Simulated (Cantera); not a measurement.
Ignition delay

Mixture: CH4 : O2 : N2 = 1 : 1.33 : 5.01 (molar parts), equivalence ratio 1.5, at 2.40 bar, adiabatic and at constant volume. Ignition delay is the time to a rise of 400 K.

Detailed kinetics in Cantera: GRI-Mech 3.0 (53 species, 325 reactions).

```
T0 (K)  delay (ms)
------  ----------
1175          34.6
1225          17.4
1275          9.07
1325          4.85
1375          2.67
1425          1.51
1475         0.871
1525         0.517
1575         0.317
```

- apparent activation energy between 1475 and 1575 K: 200 kJ/mol
